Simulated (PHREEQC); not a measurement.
PHREEQC input (ion-association model, wateq4f.dat):

```
SOLUTION_MASTER_SPECIES
  An  An-  0  An  62.0  # stands for a non-complexing anion
SOLUTION_SPECIES
  An- = An-
    -log_k 0
    -gamma 3.0 0
PHASES
  Fix_H+
    H+ = H+
    -log_k 0
SOLUTION 1
  temp 25
  units mmol/kgw
  pH 7 charge
  Se(4) 0.8
  Na 11.6
  An 10
END
SELECTED_OUTPUT 1
  -reset false
  -pH true
  -pe true
  -ionic_strength true
  -water true
  -totals Na Se Se(-2) Se(4) Se(6)
  -molalities Hfo_wOH Hfo_wOH2+ Hfo_wO- Hfo_sOH Hfo_sOH2+ Hfo_sO- Hfo_wSeO3- Hfo_wOHSeO3-2
USER_PUNCH 1
  -headings sigma psi
  10 PUNCH EDL("sigma", "Hfo"), EDL("psi", "Hfo")
PRINT
  -reset false
USE solution 1
SURFACE 1
  Hfo_wOH 0.00161798 600 0.72
  Hfo_sOH 4.04494e-05
EQUILIBRIUM_PHASES 1
  Fix_H+ -4 HAn 10
    -force_equality true
END
# ... the last block is repeated for the other 12 points of pH, with NaOH or the acid as the point needs
```

Selected output (columns that matter, 13 of 13 rows; pH added in front):

```
pH	mu	Na	Se	m_Hfo_wOH	m_Hfo_wOH2+	m_Hfo_wO-	m_Hfo_sOH	m_Hfo_sOH2+	m_Hfo_sO-	m_Hfo_wSeO3-	m_Hfo_wOHSeO3-2	sigma	psi
4	0.011799	0.0116	7.3426e-05	1.8208e-05	0.00087318	8.6978e-09	8.2621e-07	3.9622e-05	3.9468e-10	0.00071775	8.8096e-06	0.039629	0.095191
4.67	0.011684	0.0116	6.3142e-05	4.082e-05	0.00084025	4.5429e-08	1.8739e-06	3.8573e-05	2.0855e-09	0.00071636	2.0484e-05	0.027126	0.077285
5.33	0.011643	0.0116	7.0113e-05	7.942e-05	0.00080848	1.7872e-07	3.6173e-06	3.6823e-05	8.1403e-09	0.00068998	3.9895e-05	0.01683	0.056332
6	0.01162	0.0116	9.5871e-05	0.0001383	0.00077497	5.6543e-07	6.1217e-06	3.4302e-05	2.5027e-08	0.00063719	6.6933e-05	0.0084058	0.032036
6.67	0.011606	0.0116	0.00014302	0.00022465	0.00073477	1.5734e-06	9.4556e-06	3.0927e-05	6.6228e-08	0.00055678	0.0001002	0.0015367	0.0062321
7.33	0.011607	0.0116	0.00021447	0.00035028	0.00067801	4.1457e-06	1.3723e-05	2.6563e-05	1.6242e-07	0.00044899	0.00013654	-0.0048689	-0.019333
8	0.011671	0.0116	0.00032249	0.000545	0.00058381	1.1655e-05	1.933e-05	2.0706e-05	4.1338e-07	0.00030817	0.00016934	-0.01215	-0.043768
8.67	0.011877	0.0116	0.00047998	0.00083514	0.00042525	3.7572e-05	2.6026e-05	1.3252e-05	1.1709e-06	0.00014843	0.00017158	-0.020514	-0.064296
9.33	0.01212	0.0116	0.00064979	0.0011102	0.00023976	0.00011778	3.0596e-05	6.6074e-06	3.2457e-06	4.0316e-05	0.00010989	-0.030098	-0.081302
10	0.012478	0.011835	0.00076492	0.0011947	0.00012355	0.00026465	3.0529e-05	3.1572e-06	6.7629e-06	5.2414e-06	2.9833e-05	-0.046821	-0.10202
10.67	0.013089	0.012479	0.00079584	0.0011271	6.9801e-05	0.00041692	2.825e-05	1.7495e-06	1.045e-05	3.9587e-07	3.7625e-06	-0.081247	-0.12848
11.33	0.015136	0.014648	0.00079947	0.00094708	3.2199e-05	0.00063816	2.3685e-05	8.0523e-07	1.5959e-05	2.8397e-08	4.916e-07	-0.13896	-0.15212
12	0.024618	0.024345	0.0007999	0.0005763	7.3568e-06	0.0010342	1.4408e-05	1.8393e-07	2.5856e-05	1.8892e-09	8.7075e-08	-0.23514	-0.16659
```

The database's selenite sorption wasn't checked against measurements; a fall in acid may be a fault of its surface constants.
